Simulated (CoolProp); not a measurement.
Vapour-liquid equilibrium of R143a (1) + R134a (2) at 0.126 MPa; x and y are mole fractions of (1).

Model: multi-fluid Helmholtz-energy mixture model, Lemmon and Jacobsen 2000 and Tillner-Roth 1994; pair parameters Lemmon 2004, in CoolProp.

```
x     bubble temperature, mixture model (°C)  bubble temperature, Raoult's law (°C)  y, mixture model  y, Raoult's law
----  --------------------------------------  -------------------------------------  ----------------  ---------------
0.05                                   -22.7                                  -22.8             0.108            0.113
0.15                                   -25.6                                  -25.7             0.293            0.303
0.25                                   -28.2                                  -28.3             0.444            0.456
0.35                                   -30.6                                  -30.7             0.567            0.580
0.45                                   -32.9                                  -33.0             0.669            0.681
0.55                                   -34.9                                  -35.0             0.754            0.764
0.65                                   -36.8                                  -36.9             0.825            0.833
0.75                                   -38.6                                  -38.7             0.885            0.891
0.85                                   -40.2                                  -40.3             0.936            0.940
0.95                                   -41.8                                  -41.8             0.980            0.982
```

The largest gap from Raoult's law is +0.1 K in bubble temperature, at x = 0.35. No azeotrope shows between x = 0.05 and 0.95.

Pair parameters are fitted to limited data, so mixtures are less certain than the pure fluids.
